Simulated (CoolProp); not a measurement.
Dodecamethylcyclohexasiloxane (D6) along the isobar 0.582 MPa: density (kg/m³) from the reference equation and from simpler models built on Tc = 372.6 °C, pc = 0.9614 MPa, ω = 0.736; each cubic takes its own stable root.

Model: reference Helmholtz-energy equation of state, Colonna 2008, in CoolProp. It is a short technical equation, of lower accuracy than the large ones.

| T (°C) | phase | reference | van der Waals | Peng-Robinson |
|---|---|---|---|---|
| 4.85 | liquid | 991.6 | 545.1 | 949.9 |
| 23.45 | liquid | 971.3 | 537.7 | 941.0 |
| 41.95 | liquid | 951.2 | 530.0 | 931.4 |
| 60.55 | liquid | 930.8 | 522.1 | 921.0 |
| 79.15 | liquid | 910.3 | 513.8 | 909.7 |
| 97.75 | liquid | 889.7 | 505.2 | 897.4 |
| 116.25 | liquid | 869.0 | 496.3 | 884.1 |
| 134.85 | liquid | 847.9 | 487.0 | 869.6 |
| 153.45 | liquid | 826.4 | 477.1 | 853.7 |
| 171.95 | liquid | 804.6 | 466.7 | 836.3 |
| 190.55 | liquid | 781.9 | 455.6 | 817.0 |
| 209.15 | liquid | 758.5 | 443.7 | 795.7 |
| 227.75 | liquid | 734.0 | 430.8 | 771.9 |
| 246.25 | liquid | 708.3 | 416.5 | 745.2 |
